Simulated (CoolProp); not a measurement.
Vapour-liquid equilibrium of CHF3 (R23) (1) + R13 (2) at 2 MPa; x and y are mole fractions of (1).

Values from CoolProp's multi-fluid Helmholtz-energy mixture model, Penoncello 2003 and Platzer 1990; pair parameters Bell 2016. This equation is an older, rougher fit; its heat capacities, sound speeds and derivatives of the liquid may be far off and weren't checked against measurements.

Problem. Give the bubble temperature and the first vapour's composition at x = 0.65, 0.8, 0.95. Is there an azeotrope?

Solution. x = 0.65: 260.9 K, y = 0.643; x = 0.8: 261.7 K, y = 0.766; x = 0.95: 264.0 K, y = 0.930. y crosses x between x = 0.5 and 0.65: the model has an azeotrope there.

Pair parameters are fitted to limited data, so mixtures are less certain than the pure fluids.
